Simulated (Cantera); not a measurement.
An adiabatic, constant-pressure homogeneous reactor starts with H₂ : O₂ : N₂ : H₂O = 1 : 0.357 : 1.04 : 0.62 (molar parts), at 1375 K and 6.20 bar. Integrator tolerance rtol = 1e-08.

Model: GRI-Mech 3.0 (53 species, 325 reactions), integrated in Cantera. The hydrogen kinetics of GRI-Mech 3.0 are dated; newer H2 mechanisms differ, most at raised pressure.

What does this change do: 0.055 parts NO added?


| quantity | before | after |
|---|---|---|
| time of steepest temperature rise | 9.28 µs | 5.57 µs |
| temperature at 0.500 s | 2754 K | 2816 K |
| equilibrium temperature | 2754 K | 2816 K |
| x(H₂) at 0.500 s | 0.111 (gas-phase equilibrium 0.111) | 0.0952 (gas-phase equilibrium 0.0952) |
| x(O₂) at 0.500 s | 0.00101 (gas-phase equilibrium 0.00101) | 0.00226 (gas-phase equilibrium 0.00226) |
| x(H₂O) at 0.500 s | 0.480 (gas-phase equilibrium 0.480) | 0.484 (gas-phase equilibrium 0.484) |
| x(H₂O₂) at 0.500 s | 4.40e-7 (gas-phase equilibrium 4.40e-7) | 7.37e-7 (gas-phase equilibrium 7.37e-7) |
| x(NO₂) at 0.500 s | 2.02e-7 (gas-phase equilibrium 2.02e-7) | 4.71e-7 (gas-phase equilibrium 4.71e-7) |
The mechanism lacks 2 NO + O2 → 2 NO2 and HONO, so NO2 and the effect of NO are under-described below about 1400 K.

What does this change do: H2O 0.62 to 1.2 parts?


```json
[
 {"quantity": "time of steepest temperature rise", "before": "9.28 µs", "after": "19.2 µs"},
 {"quantity": "temperature at 0.500 s", "before": "2754 K", "after": "2543 K"},
 {"quantity": "equilibrium temperature", "before": "2754 K", "after": "2543 K"},
 {"quantity": "x(H₂) at 0.500 s", "before": "0.111 (gas-phase equilibrium 0.111)", "after": "0.0901 (gas-phase equilibrium 0.0901)"},
 {"quantity": "x(O₂) at 0.500 s", "before": "0.00101 (gas-phase equilibrium 0.00101)", "after": "0.000364 (gas-phase equilibrium 0.000364)"},
 {"quantity": "x(H₂O) at 0.500 s", "before": "0.480 (gas-phase equilibrium 0.480)", "after": "0.581 (gas-phase equilibrium 0.581)"},
 {"quantity": "x(H₂O₂) at 0.500 s", "before": "4.40e-7 (gas-phase equilibrium 4.40e-7)", "after": "2.13e-7 (gas-phase equilibrium 2.13e-7)"},
 {"quantity": "x(NO₂) at 0.500 s", "before": "2.02e-7 (gas-phase equilibrium 2.02e-7)", "after": "5.79e-8 (gas-phase equilibrium 5.79e-8)"}
]
```
